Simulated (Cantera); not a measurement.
An isothermal, constant-pressure homogeneous reactor starts with CH4 : CO2 : H2 = 1 : 0.45 : 0.23 (molar parts), at 1400 K and 225 Torr. Integrator tolerance rtol = 1e-08.

Detailed kinetics in Cantera: GRI-Mech 3.0 (53 species, 325 reactions). GRI-Mech 3.0 stops at C3 and has no aromatics, soot or wall deposition, so with more carbon than oxygen in the feed, carbon stays in small species such as C2H2 where larger ones or solid carbon would form.

```json
[
 {"quantity": "x(CH4) at 200 s", "before": "0.0865 (gas-phase equilibrium 0.0752)", "after": "0.0650 (gas-phase equilibrium 0.0432)"},
 {"quantity": "x(CO2) at 200 s", "before": "0.0149 (gas-phase equilibrium 2.59e-7)", "after": "0.0304 (gas-phase equilibrium 6.93e-7)"},
 {"quantity": "x(H2) at 200 s", "before": "0.490 (gas-phase equilibrium 0.556)", "after": "0.428 (gas-phase equilibrium 0.532)"},
 {"quantity": "x(H2O) at 200 s", "before": "0.0644 (gas-phase equilibrium 1.01e-6)", "after": "0.0906 (gas-phase equilibrium 1.98e-6)"},
 {"quantity": "x(H) at 200 s", "before": "6.18e-6 (gas-phase equilibrium 6.67e-6)", "after": "5.74e-6 (gas-phase equilibrium 6.52e-6)"},
 {"quantity": "x(CH2O) at 200 s", "before": "3.33e-8 (gas-phase equilibrium 2.35e-8)", "after": "4.49e-8 (gas-phase equilibrium 2.91e-8)"}
]
```

Q: What was changed between the two runs?
A. temperature 1400 to 2200 K
B. CO2 0.45 to 0.7 parts
C. CH4 1 to 9.4 parts
D. pressure from 225 Torr to 3750 Torr

A: B, CO2 0.45 to 0.7 parts
